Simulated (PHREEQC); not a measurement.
PHREEQC input (ion-association model, wateq4f.dat):

```
SOLUTION_MASTER_SPECIES
  An  An-  0  An  62.0  # stands for a non-complexing anion
SOLUTION_SPECIES
  An- = An-
    -log_k 0
    -gamma 3.0 0
PHASES
  Fix_H+
    H+ = H+
    -log_k 0
SOLUTION 1
  temp 25
  units mmol/kgw
  pH 7 charge
  Cl 0.0182
  Ca 0.0091
  Na 50
  An 50
END
SELECTED_OUTPUT 1
  -reset false
  -pH true
  -pe true
  -ionic_strength true
  -water true
  -totals Ca Cl Na
  -molalities Hfo_wOH Hfo_wOH2+ Hfo_wO- Hfo_sOH Hfo_sOH2+ Hfo_sO- Hfo_sOHCa+2 Hfo_wOCa+
  -saturation_indices Portlandite Halite
USER_PUNCH 1
  -headings sigma psi
  10 PUNCH EDL("sigma", "Hfo"), EDL("psi", "Hfo")
PRINT
  -reset false
USE solution 1
SURFACE 1
  Hfo_wOH 0.000150562 600 0.067
  Hfo_sOH 3.76404e-06
EQUILIBRIUM_PHASES 1
  Fix_H+ -3 HAn 10
    -force_equality true
  O2(g) -0.68 10
END
# ... the last block is repeated for the other 16 points of pH, with NaOH or the acid as the point needs
```

Selected output (columns that matter, 17 of 17 rows; pH added in front):

```
pH	mu	Ca	Na	m_Hfo_wOH	m_Hfo_wOH2+	m_Hfo_wO-	m_Hfo_sOH	m_Hfo_sOH2+	m_Hfo_sO-	m_Hfo_sOHCa+2	si_Portlandite	si_Halite	sigma	psi
3	0.051274	9.1e-06	0.05	5.3967e-06	0.00014516	4.5963e-09	1.3492e-07	3.629e-06	1.1491e-10	1.024e-13	-22.171	-7.799	0.35713	0.1692
3.38	0.050587	9.1e-06	0.05	1.1524e-05	0.00013902	2.1886e-08	2.8811e-07	3.4754e-06	5.4715e-10	2.5396e-13	-21.409	-7.7981	0.34197	0.16733
3.75	0.050302	9.1e-06	0.05	2.1625e-05	0.00012885	8.314e-08	5.4062e-07	3.2213e-06	2.0785e-09	6.3994e-13	-20.669	-7.7977	0.31682	0.16356
4.12	0.050175	9.1e-06	0.05	3.5689e-05	0.00011462	2.5458e-07	8.9223e-07	2.8654e-06	6.3645e-09	1.6871e-12	-19.928	-7.7976	0.28137	0.15755
4.5	0.050114	9.1e-06	0.05	5.2405e-05	9.7511e-05	6.452e-07	1.3101e-06	2.4378e-06	1.613e-08	4.787e-12	-19.168	-7.7975	0.23832	0.14909
4.88	0.050083	9.1e-06	0.05	6.8935e-05	8.0271e-05	1.3562e-06	1.7234e-06	2.0068e-06	3.3904e-08	1.4193e-11	-18.408	-7.7974	0.19416	0.13865
5.25	0.050066	9.1e-06	0.05	8.3052e-05	6.5082e-05	2.428e-06	2.0763e-06	1.627e-06	6.0699e-08	4.2559e-11	-17.668	-7.7974	0.15415	0.12694
5.62	0.050055	9.0999e-06	0.05	9.4352e-05	5.2312e-05	3.8985e-06	2.3587e-06	1.3077e-06	9.746e-08	1.3301e-10	-16.928	-7.7974	0.11911	0.11394
6	0.050047	9.0995e-06	0.05	0.00010287	4.1911e-05	5.784e-06	2.5714e-06	1.0476e-06	1.4458e-07	4.5059e-10	-16.168	-7.7974	0.088886	0.099379
6.38	0.050041	9.0983e-06	0.05	0.00010859	3.4042e-05	7.9347e-06	2.7135e-06	8.5068e-07	1.9828e-07	1.6199e-09	-15.408	-7.7974	0.064239	0.083632
6.75	0.050037	9.0937e-06	0.05	0.00011204	2.8398e-05	1.0126e-05	2.7965e-06	7.0882e-07	2.5275e-07	5.9942e-09	-14.668	-7.7974	0.044984	0.067206
7.12	0.050034	9.0752e-06	0.05	0.00011402	2.4265e-05	1.2274e-05	2.8328e-06	6.0286e-07	3.0494e-07	2.3475e-08	-13.929	-7.7974	0.029614	0.049809
7.5	0.05003	8.9954e-06	0.05	0.00011508	2.1079e-05	1.4394e-05	2.8022e-06	5.1325e-07	3.5048e-07	9.811e-08	-13.173	-7.7974	0.016923	0.031185
7.88	0.050027	8.6863e-06	0.05	0.00011552	1.8408e-05	1.6606e-05	2.5952e-06	4.1356e-07	3.7308e-07	3.8219e-07	-12.428	-7.7974	0.0063326	0.012283
8.25	0.050029	7.862e-06	0.050006	0.00011534	1.5796e-05	1.9293e-05	2.0399e-06	2.7936e-07	3.4122e-07	1.1036e-06	-11.731	-7.7973	-0.0029234	-0.0057124
8.62	0.050032	6.4664e-06	0.050015	0.00011416	1.3088e-05	2.2812e-05	1.2431e-06	1.4251e-07	2.484e-07	2.13e-06	-11.076	-7.7972	-0.012161	-0.023032
9	0.05004	4.5569e-06	0.050031	0.00011128	1.0409e-05	2.7253e-05	6.3117e-07	5.9039e-08	1.5458e-07	2.9192e-06	-10.468	-7.7971	-0.022749	-0.040285
```

The oxide is taken as insoluble; below pH 4 it would dissolve.
